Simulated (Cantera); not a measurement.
An isothermal, constant-pressure homogeneous reactor starts with N2O : O2 = 1 : 0.076 (molar parts), at 1475 K and 600 Torr. Integrator tolerance rtol = 1e-08.

Model: GRI-Mech 3.0 (53 species, 325 reactions), integrated in Cantera. GRI-Mech 3.0 was tuned for natural gas; its chemistry of N2O as a main component is partial and can be far from experiment. The temperature is held fixed by assumption; the heat of reaction is taken as removed at once.

Problem. What does this change do: temperature 1475 to 1300 K?

Solution. 
```
quantity                                            before                                     after
----------------  ----------------------------------------  ----------------------------------------
x(N2O) at 70.0 s   3.99e-6 (gas-phase equilibrium 6.37e-8)   1.43e-6 (gas-phase equilibrium 2.51e-8)
x(O2) at 70.0 s        0.309 (gas-phase equilibrium 0.365)       0.329 (gas-phase equilibrium 0.365)
x(NO2) at 70.0 s  0.000698 (gas-phase equilibrium 8.73e-6)  0.000869 (gas-phase equilibrium 6.01e-6)
x(O) at 70.0 s     1.80e-6 (gas-phase equilibrium 1.95e-6)   1.14e-7 (gas-phase equilibrium 1.20e-7)
x(NO) at 70.0 s      0.111 (gas-phase equilibrium 0.00128)   0.0718 (gas-phase equilibrium 0.000471)
x(N2) at 70.0 s        0.579 (gas-phase equilibrium 0.634)       0.598 (gas-phase equilibrium 0.634)
```
The mechanism lacks the step 2 NO + O2 → 2 NO2, which can matter for NO2 below about 1400 K.
